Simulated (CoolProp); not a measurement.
Vapour pressure (MPa) of n-nonane: the reference equation beside estimates from Tc = 594.5 K, pc = 2.282 MPa, ω = 0.443. Clausius-Clapeyron is anchored at 348.7 K with a constant enthalpy of vaporisation of 42.83 kJ/mol.

Values from CoolProp's reference Helmholtz-energy equation of state, Lemmon 2006. It is a short technical equation, of lower accuracy than the large ones.

| T (K) | reference | Lee-Kesler | Clausius-Clapeyron | Redlich-Kwong | Soave-Redlich-Kwong | Peng-Robinson |
|---|---|---|---|---|---|---|
| 329.9 | 0.003398 | 0.003281 | 0.003467 | 0.01956 | 0.003325 | 0.003560 |
| 348.7 | 0.008045 | 0.007830 | 0.008045 | 0.03664 | 0.007898 | 0.008286 |
| 367.6 | 0.01716 | 0.01685 | 0.01720 | 0.06360 | 0.01692 | 0.01747 |
| 386.5 | 0.03344 | 0.03310 | 0.03412 | 0.1034 | 0.03315 | 0.03378 |
| 405.3 | 0.06022 | 0.06004 | 0.06332 | 0.1589 | 0.06001 | 0.06055 |
| 424.2 | 0.1021 | 0.1024 | 0.1115 | 0.2339 | 0.1023 | 0.1024 |
| 443 | 0.1636 | 0.1647 | 0.1868 | 0.3308 | 0.1648 | 0.1641 |
| 461.9 | 0.2513 | 0.2534 | 0.3006 | 0.4539 | 0.2543 | 0.2521 |
| 480.8 | 0.3711 | 0.3746 | 0.4659 | 0.6057 | 0.3773 | 0.3730 |
| 499.6 | 0.5293 | 0.5343 | 0.6973 | 0.7881 | 0.5401 | 0.5334 |
| 518.5 | 0.7355 | 0.7420 | 1.015 | 1.006 | 0.7526 | 0.7431 |
| 537.4 | 0.9981 | 1.006 | 1.440 | 1.261 | 1.022 | 1.011 |

Absolute difference from the reference over all 12 rows, mean and median: Lee-Kesler 1.2 and 0.9 %, Clausius-Clapeyron 16.0 and 11.7 %, Redlich-Kwong 163.5 and 115.6 %, Soave-Redlich-Kwong 1.4 and 1.5 %, Peng-Robinson 1.3 and 0.9 %.
